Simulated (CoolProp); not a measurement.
R1224YDZ along the isotherm 473.1 K: density (kg/m³) from the reference equation and from simpler models built on Tc = 428.7 K, pc = 3.334 MPa, ω = 0.325; each cubic takes its own stable root.

The numbers come from the reference Helmholtz-energy equation of state, Akasaka 2023 in CoolProp.

| p (MPa) | phase | reference |
|---|---|---|
| 2.08 | gas | 94.13 |
| 4.17 | supercritical | 248.2 |
| 6.25 | supercritical | 569.3 |
| 8.34 | supercritical | 750.0 |
| 10.4 | supercritical | 828.7 |
| 12.5 | supercritical | 880.7 |
| 14.6 | supercritical | 919.6 |
| 16.7 | supercritical | 950.9 |

How far does each simpler model (ideal gas, van der Waals) lie from the reference over these 8 states: mean and median of the absolute difference, and the worst?


- ideal gas: mean 42.8 %, median 43.2 %, worst -58.6 % at 473.1 K and 6.25 MPa
- van der Waals: mean 16.5 %, median 21.0 %, worst -24.0 % at 473.1 K and 16.7 MPa
